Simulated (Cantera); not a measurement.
Cantera run:

```python
import numpy as np
import cantera as ct

gas_names = [...]  # 109 gases of nasa_gas.yaml made of C, Cl, H, Si
cond_names = """
    C(gr) C6H6(L) C7H8(L) C8H18(L),n-octa Si(cr) Si(L) SiC(b)
""".split()


# ... load() reads the species with a 1 bar reference pressure and builds the phases ...
atoms = {
    'SiCl4': {'Si': 1, 'CL': 4},
    'C2H2': {'C': 2, 'H': 2},
    'H2': {'H': 2},
    'HCl': {'H': 1, 'CL': 1},
}
top_T = {'C(gr)': 4500, 'SiC(b)': 3050}  # K; cautious upper limits of use, not melting points


# ... equilibrate(T, P, feed) seeds the gas with the atoms and calls Mixture.equilibrate('TP', solver="vcs", rtol=1e-11, max_steps=5000) ...
results = []
feed = {'SiCl4': 1, 'C2H2': 0.025, 'H2': 1300, 'HCl': 4.9}  # mol
P = 7000  # Pa
for T in [1100, 1250, 1400, 1550, 1700, 1850, 2000, 2150, 2300]:
    mix = equilibrate(T, P, feed)
    results.append((T, P, feed, dict(zip(mix.species_names, mix.species_moles))))

top = {s: max(r[3][s] / sum(r[3][g] for g in gas_names) for r in results) for s in gas_names}
cols = sorted((s for s in top if top[s] > 1e-06), key=lambda s: -top[s])[:8]
seen = [c for c in cond_names if any(r[3].get(c, 0) > 1e-12 for r in results)]
print("log10 of partial pressures in bar; condensed amounts in mol")
print(f"{'T/K':>10s}" + "".join(f"{s[:9]:>10s}" for s in cols + seen))
for T, P, feed, n in results:
    ng = sum(n[g] for g in gas_names)
    print(f"{T:10.4g}" + "".join(f"{np.log10(max(n[s] / ng * P / 1e5, 1e-99)):10.3f}" for s in cols)
          + "".join(f"{n.get(c, 0):10.4g}" for c in seen))
```

Result:

```
log10 of partial pressures in bar; condensed amounts in mol
       T/K        H2         H       HCL        Si        CL     SiCL2       SiH      SiH2    Si(cr)     Si(L)    SiC(b)
      1100    -1.158    -8.166    -3.355   -13.626   -10.411    -5.243   -12.726   -10.039    0.7032         0   0.04719
      1250    -1.158    -6.895    -3.338   -11.081    -9.143    -5.117   -10.617    -8.662    0.7948         0   0.04776
      1400    -1.158    -5.892    -3.339    -9.085    -8.157    -5.050    -8.965    -7.582    0.7813         0   0.04813
      1550    -1.158    -5.081    -3.341    -7.479    -7.361    -5.001    -7.638    -6.712    0.7586         0   0.04838
      1700    -1.158    -4.411    -3.342    -6.168    -6.704    -4.972    -6.558    -6.006         0    0.7116    0.0484
      1850    -1.159    -3.848    -3.340    -5.191    -6.148    -5.060    -5.774    -5.534         0    0.5651   0.04588
      2000    -1.161    -3.369    -3.337    -4.496    -5.673    -5.269    -5.245    -5.270         0         0     0.019
      2150    -1.165    -2.957    -3.334    -4.382    -5.262    -5.928    -5.275    -5.528         0         0         0
      2300    -1.174    -2.601    -3.343    -4.342    -4.912    -6.579    -5.364    -5.817         0         0         0
```

Method: chemical equilibrium by Gibbs-energy minimisation in Cantera with the NASA 1993 tables (ideal gas, pure condensed phases). Mutual solubility and eutectic melting of coexisting phases are not modelled. The tables' values for SiCl, SiCl3 are old estimates; treat these amounts as uncertain. Gases not in the tables: Si2H6 and higher silanes.
